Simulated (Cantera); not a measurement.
Input (Python, Cantera) and output of one run.

```python
import numpy as np
import cantera as ct

gas_names = """
    CL CLO CL2 O O2 O3 Ti TiCL TiCL2 TiCL3 TiCL4 TiO TiOCL TiOCL2 TiO2
""".split()
cond_names = """
    Ti(a) Ti(b) Ti(L) TiCL2(s) TiCL3(s) TiCL4(L) TiO(a) TiO(b) TiO(L) TiO2(ru) TiO2(L) Ti2O3(a) Ti2O3(b)
    Ti2O3(L) Ti3O5(a) Ti3O5(b) Ti3O5(L) Ti4O7(s) Ti4O7(L)
""".split()


def load(file, names, dense=False):
    # The tables refer to 1 bar. Condensed volumes are neglected.
    table = {s.name: s for s in ct.Species.list_from_file(file)}
    out = []
    for n in names:
        d = dict(table[n].input_data)
        d["thermo"] = dict(d["thermo"], **{"reference-pressure": 1e5})
        if dense:
            d["equation-of-state"] = {"model": "constant-volume", "density": "1e6 g/cm^3"}
        out.append(ct.Species.from_dict(d))
    return out


gas = ct.Solution(thermo="ideal-gas", species=load("nasa_gas.yaml", gas_names))
cond = {s.name: ct.Solution(thermo="fixed-stoichiometry", species=[s], name=s.name)
        for s in load("nasa_condensed.yaml", cond_names, dense=True)}
atoms = {
    'TiCl4': {'Ti': 1, 'CL': 4},
    'O2': {'O': 2},
}
top_T = {'TiCL2(s)': 1300, 'TiCL3(s)': 1000}  # K; cautious upper limits of use, not melting points


def equilibrate(T, P, feed):
    n = {}
    for name, mol in feed.items():
        for a, k in atoms[name].items():
            n[a] = n.get(a, 0.0) + k * mol
    gas.TPX = T, P, n
    mass = sum(n.values()) * gas.mean_molecular_weight
    gas.equilibrate("TP")
    valid = [c for c in cond.values() if c.min_temp <= T <= top_T.get(c.name, c.max_temp)]
    mix = ct.Mixture([(gas, mass / gas.mean_molecular_weight)] + [(c, 0.0) for c in valid])
    mix.T, mix.P = T, P
    mix.equilibrate("TP", solver="vcs", rtol=1e-11, max_steps=5000)
    return mix


results = []
feed = {'TiCl4': 1, 'O2': 0.074}  # mol
T = 1000  # K
P = 1000  # Pa
mix = equilibrate(T, P, feed)
results.append((T, P, feed, dict(zip(mix.species_names, mix.species_moles))))
print(gas.report(threshold=0.001))
for i in range(1, mix.n_phases):
    print(f"{mix.phase(i).name:16s} {mix.phase_moles(i):12.5e} mol")
```

Result:

```
       temperature   1000 K
          pressure   1000 Pa
           density   0.020828 kg/m^3
  mean mol. weight   173.18 kg/kmol
   phase of matter   gas

                          1 kg             1 kmol
                     ---------------   ---------------
          enthalpy       -3.4128e+06       -5.9101e+08  J
   internal energy       -3.4608e+06       -5.9933e+08  J
           entropy            2838.5        4.9156e+05  J/K
    Gibbs function       -6.2513e+06       -1.0826e+09  J
 heat capacity c_p            560.76             97110  J/K
 heat capacity c_v            512.75             88796  J/K

                      mass frac. Y      mole frac. X     chem. pot. / RT
                     ---------------   ---------------   ---------------
                CL         0.0002943         0.0014377           -17.802
               CL2          0.056083           0.13698           -35.604
             TiCL4           0.94362           0.86158           -145.43
     [  +12 minor]        2.3254e-07        2.7129e-07

Ti(a)             0.00000e+00 mol
TiCL2(s)          0.00000e+00 mol
TiCL3(s)          0.00000e+00 mol
TiCL4(L)          0.00000e+00 mol
TiO(a)            0.00000e+00 mol
TiO2(ru)          7.40000e-02 mol
Ti2O3(b)          0.00000e+00 mol
Ti3O5(b)          0.00000e+00 mol
Ti4O7(s)          0.00000e+00 mol
```

Cantera equilibrium calculation (NASA polynomials, part measured and part estimated; ideal gas, pure solids and liquids). Condensed phases not in the tables: TiOCl.
